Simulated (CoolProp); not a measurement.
R13 at 295.72 K and 1.27 MPa flows at 0.2 m/s in a round tube of 10 mm bore and 15 µm roughness, fully developed (64/Re and Nu = 3.66 if laminar; Colebrook and Gnielinski if turbulent). Each further row changes one setting.

Model: reference Helmholtz-energy equation of state, Platzer 1990, in CoolProp. This equation is an older, rougher fit.

| case | Reynolds number | Darcy friction factor | pressure drop (Pa/m) | heat-transfer coefficient (W/(m² K)) | mass flow (kg/h) |
|---|---|---|---|---|---|
| as stated | 8500 | 0.0343 | 4.26 | 38.4 | 3.51 |
| velocity 0.4 m/s | 17000 | 0.0297 | 14.8 | 70.5 | 7.02 |
| diameter 20 mm | 17000 | 0.0284 | 1.76 | 33.6 | 14.0 |

Viscosity comes from a separate model (Huber 2003), an estimate that may be off by 10 % or more. Thermal conductivity comes from a separate model (Huber 2003), an estimate that may be off by 10 % or more.
